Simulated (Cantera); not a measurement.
# Ignition delay

Mixture: 8.20 % CH4, 19.3 % O2, 72.5 % N2, equivalence ratio 0.85, at 8.60 bar, adiabatic and at constant volume. Ignition delay is the time to a rise of 400 K.

Detailed kinetics in Cantera: GRI-Mech 3.0 (53 species, 325 reactions).

```csv
T0 (K),delay (ms)
1300,1.50
1350,0.861
1400,0.506
1450,0.304
1500,0.187
1550,0.118
1600,0.0757
1650,0.0499
```

```json
{
 "apparent activation energy between 1550 and 1650 K": "180 kJ/mol"
}
```
